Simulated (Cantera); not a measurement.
Cantera run:

```python
import numpy as np
import cantera as ct

gas_names = [...]  # 136 gases of nasa_gas.yaml made of C, H, N, O
cond_names = """
    C(gr) C6H6(L) C7H8(L) C8H18(L),n-octa H2O(s) H2O(L)
""".split()


# ... load() reads the species with a 1 bar reference pressure and builds the phases ...
atoms = {
    'n-butane': {'C': 4, 'H': 10},
    'H2O': {'H': 2, 'O': 1},
    'N2': {'N': 2},
}
top_T = {'C(gr)': 4500}  # K; cautious upper limits of use, not melting points


# ... equilibrate(T, P, feed) seeds the gas with the atoms and calls Mixture.equilibrate('TP', solver="vcs", rtol=1e-11, max_steps=5000) ...
results = []
feed = {'n-butane': 1, 'H2O': 2.7, 'N2': 0.47}  # mol
P = 50  # Pa
for T in [1873, 1948, 2023, 2098, 2173, 2248, 2323, 2398, 2473, 2548, 2623, 2698]:
    mix = equilibrate(T, P, feed)
    results.append((T, P, feed, dict(zip(mix.species_names, mix.species_moles))))

top = {s: max(r[3][s] / sum(r[3][g] for g in gas_names) for r in results) for s in gas_names}
cols = sorted((s for s in top if top[s] > 0.0001), key=lambda s: -top[s])[:5]
seen = [c for c in cond_names if any(r[3].get(c, 0) > 1e-12 for r in results)]
print("log10 of partial pressures in bar; condensed amounts in mol")
print(f"{'T/K':>10s}" + "".join(f"{s[:9]:>10s}" for s in cols + seen))
for T, P, feed, n in results:
    ng = sum(n[g] for g in gas_names)
    print(f"{T:10.4g}" + "".join(f"{np.log10(max(n[s] / ng * P / 1e5, 1e-99)):10.3f}" for s in cols)
          + "".join(f"{n.get(c, 0):10.4g}" for c in seen))
```

It prints:

```
log10 of partial pressures in bar; condensed amounts in mol
       T/K         H        H2        CO        N2        C3     C(gr)
      1873    -4.922    -3.464    -3.911    -4.678   -12.011     1.278
      1948    -4.684    -3.474    -3.915    -4.685   -11.129     1.269
      2023    -4.466    -3.489    -3.921    -4.695   -10.314     1.256
      2098    -4.268    -3.513    -3.930    -4.708    -9.559     1.239
      2173    -4.090    -3.548    -3.943    -4.726    -8.857     1.218
      2248    -3.933    -3.598    -3.960    -4.750    -8.204     1.194
      2323    -3.797    -3.667    -3.982    -4.778    -7.594     1.165
      2398    -3.683    -3.760    -4.007    -4.810    -7.023      1.13
      2473    -3.592    -3.880    -4.035    -4.845    -6.488     1.078
      2548    -3.523    -4.027    -4.063    -4.879    -5.986    0.9729
      2623    -3.477    -4.202    -4.089    -4.913    -5.513    0.7035
      2698    -3.450    -4.403    -4.113    -4.948    -5.076         0
```

Method: chemical equilibrium by Gibbs-energy minimisation in Cantera with the NASA 1993 tables (ideal gas, pure condensed phases).
